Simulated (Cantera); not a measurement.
# Reactions in the system Cr-N-O

Standard-state values (1 bar) from the NASA 1993 polynomials, evaluated with Cantera. Values are per mole of reaction as written; species without (g) are pure solids or liquids, kept so even where they would boil at 1 bar.

2 O₃(g) + 2 Cr₂N → N₂(g) + 2 Cr₂O₃

```csv
T (K),ΔH° (kJ),ΔS° (J/K),ΔG° (kJ),log10 K
723,-2294.9,-237.3,-2123.3,153.40
773,-2294.6,-236.9,-2111.5,142.68
823,-2294.4,-236.7,-2099.7,133.26
873,-2294.4,-236.6,-2087.8,124.92
923,-2294.5,-236.7,-2076.0,117.48
973,-2294.7,-237.0,-2064.1,110.81
1023,-2295.0,-237.3,-2052.3,104.79
1073,-2295.4,-237.6,-2040.4,99.33
1123,-2295.8,-238.0,-2028.5,94.35
```
